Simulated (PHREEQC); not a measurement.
Consider water at 25 °C with 19 mmol/kgw NH4HSO4, 6.7 mmol/kgw (NH4)2CO3 and 9.2 mmol/kgw Na2CO3. Closed to the air; pH follows from the charge balance.

All values are PHREEQC results (ion-association model, phreeqc.dat), not measurements.

No solid was allowed to form.

Q: Estimate the pH, density.

A: pH 6.85; density 0.999 g/cm³.

Q: In which forms is S present?

A: SO4-2 83 %, NH4SO4- 13 %, NaSO4- 3.2 % of the S.

Carbamate, which ammonia and carbonate form, is missing from the database.
